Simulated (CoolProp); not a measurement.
Values from CoolProp's reference Helmholtz-energy equation of state, Lemmon 2006. It is a short technical equation, of lower accuracy than the large ones.

Problem. Give the vapour pressure (MPa), liquid density (kg/m³), enthalpy of vaporisation (kJ/kg), vapour Z of saturated R142b at 262.6, 284.1 K.

Solution. 
| T (K) | p (MPa) | liquid density (kg/m³) | enthalpy of vaporisation (kJ/kg) | vapour Z |
|---|---|---|---|---|
| 262.6 | 0.0956 | 1200 | 224 | 0.960 |
| 284.1 | 0.214 | 1150 | 211 | 0.931 |
